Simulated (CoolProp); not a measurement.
Vapour-liquid equilibrium of R125 (1) + R152A (2) at 123 kPa; x and y are mole fractions of (1).

Model: multi-fluid Helmholtz-energy mixture model, Lemmon 2005 and Outcalt 1996; pair parameters Bell 2016, in CoolProp.

### Question
Give the bubble temperature and the first vapour's composition at x = 0.5, 0.8, 0.95. Is there an azeotrope?

### Answer
x = 0.5: 238.8 K, y = 0.731; x = 0.8: 232.6 K, y = 0.924; x = 0.95: 229.9 K, y = 0.985. No azeotrope shows between x = 0.05 and 0.95.

The pair parameters rest on a limited set of measurements; away from them the model extrapolates. The gap from Raoult's law changes sign with composition, which may be real or a fault of the pair parameters; it wasn't checked against measurements.
